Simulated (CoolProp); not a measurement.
Saturation properties of R152A.

Model: reference Helmholtz-energy equation of state, Outcalt 1996, in CoolProp. It is a modified Benedict-Webb-Rubin equation, recast in Helmholtz form.

| T (K) | p (bar) | liquid density (kg/m³) | vapour density (kg/m³) | surface tension (mN/m) | vapour viscosity (µPa s) | liquid conductivity (mW/(m K)) |
|---|---|---|---|---|---|---|
| 196.2 | 0.04566 | 1116 | 0.1858 | 24.6 | 7.24 | 154 |
| 202.8 | 0.07461 | 1103 | 0.2943 | 23.6 | 7.49 | 150 |
| 209.3 | 0.1168 | 1091 | 0.4475 | 22.6 | 7.73 | 146 |
| 215.9 | 0.1783 | 1078 | ? | 21.6 | 7.98 | 142 |
| 222.5 | 0.2642 | 1065 | 0.9596 | ? | 8.23 | 138 |
| 229.1 | 0.3814 | 1052 | 1.352 | 19.6 | 8.49 | 135 |
| 235.6 | 0.5349 | 1039 | 1.855 | 18.6 | 8.74 | 131 |
| 242.2 | ? | 1025 | 2.508 | 17.6 | 8.99 | 128 |
| 248.8 | 0.9986 | 1012 | 3.330 | ? | 9.25 | 124 |
| 255.3 | 1.322 | 998.2 | ? | 15.7 | 9.50 | 121 |
| 261.9 | 1.728 | 984.0 | 5.586 | 14.7 | 9.75 | 118 |
| 268.5 | 2.227 | 969.5 | 7.105 | 13.8 | 10.0 | 115 |

Task: What belongs in the gaps?

Result: 
- 215.9, vapour density (kg/m³): 0.6644
- 222.5, surface tension (mN/m): 20.6
- 242.2, p (bar): 0.7381
- 248.8, surface tension (mN/m): 16.6
- 255.3, vapour density (kg/m³): 4.335

It boils at 249.1 K under 1 atm.

Viscosity comes from a separate model (Bell 2016), an estimate that may be off by 10 % or more. Thermal conductivity comes from a separate model (Krauss 1996). Surface tension comes from a separate correlation (Mulero 2012).
